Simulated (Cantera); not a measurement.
A closed system holds: 1 mol Pb, 0.13 mol H2, equilibrated at 0.113 Torr.

Equilibrium computed with Cantera from the NASA thermochemical tables; the gas is ideal and each condensed phase is pure. Candidate condensed phases: Pb; 4 gas species. Kinetics and transport are ignored.

### Question
What share of the Pb ends up in condensed phases as a function of T (K), at 573, 673, 773, 873, 973, 1073, 1173, 1273?

### Answer
```json
[
 {"T (K)": "573", "Pb condensed (%)": "100.0", "as": "Pb(s)"},
 {"T (K)": "673", "Pb condensed (%)": "100.0", "as": "Pb(l)"},
 {"T (K)": "773", "Pb condensed (%)": "100.0", "as": "Pb(l)"},
 {"T (K)": "873", "Pb condensed (%)": "99.9", "as": "Pb(l)"},
 {"T (K)": "973", "Pb condensed (%)": "99.2", "as": "Pb(l)"},
 {"T (K)": "1073", "Pb condensed (%)": "87.6", "as": "Pb(l)"},
 {"T (K)": "1173", "Pb condensed (%)": "0.0", "as": "-"},
 {"T (K)": "1273", "Pb condensed (%)": "0.0", "as": "-"}
]
```
